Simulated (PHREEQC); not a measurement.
**Metal-bearing waste water: an equilibrium model**

Dissolve 0.029 mol/kgw FeCl3, 0.1 mol/kgw CaCl2, 0.00035 mol/kgw NaHCO3 and 0.0013 mol/kgw NaCl at 20 °C. Closed to the air; pH follows from the charge balance.

All values are PHREEQC results (ion-association model, phreeqc.dat), not measurements.

Each row changes one thing in this solution. This is a speciation only: nothing precipitates in the calculation.

| case | pH | ionic strength (mol/kgw) | Cl- (mol/kgw) | FeCl+2 (mol/kgw) | Fe+3 (mol/kgw) | FeCl2+ (mol/kgw) | SI of Fe(OH)3(a) (Fe(OH)3) | SI of Goethite (FeOOH) |
|---|---|---|---|---|---|---|---|---|
| as made | 2.29 | 0.414 | 0.268 | 0.0122 | 0.00634 | 0.00382 | -1.23 | +4.49 |
| CaCl2 replaced by HCl at the same molality | 1.10 | 0.214 | 0.167 | ___ | 0.0107 | ___ | -4.46 | +1.25 |
| NaCl left out | 2.29 | ___ | ___ | 0.0122 | 0.00636 | 0.00380 | -1.23 | +4.49 |
| CaCl2 left out | 2.11 | 0.142 | 0.0787 | 0.00751 | 0.0110 | 0.00102 | -1.34 | +4.37 |
| diluted 5-fold with water | 2.59 | 0.0884 | 0.0565 | 0.000947 | ___ | 0.000108 | -0.61 | +5.10 |
| NaHCO3 from 0.00035 to 0.000175 mol/kgw | 2.29 | 0.414 | 0.268 | 0.0122 | 0.00636 | 0.00383 | -1.24 | +4.47 |
| diluted 100-fold with water | 3.45 | 0.00411 | 0.00288 | 8.37e-7 | 1.62e-5 | 9.64e-9 | +0.44 | +6.15 |

Problem. Some entries are withheld; supply them.

Solution. 
- CaCl2 replaced by HCl at the same molality, FeCl+2 (mol/kgw): 0.0143
- CaCl2 replaced by HCl at the same molality, FeCl2+ (mol/kgw): 0.00357
- NaCl left out, ionic strength (mol/kgw): 0.413
- NaCl left out, Cl- (mol/kgw): 0.267
- diluted 5-fold with water, Fe+3 (mol/kgw): 0.00174

Some of these states are supersaturated (in Hematite (slow to form), Goethite (slow to form), Fe(OH)3(a), for instance).
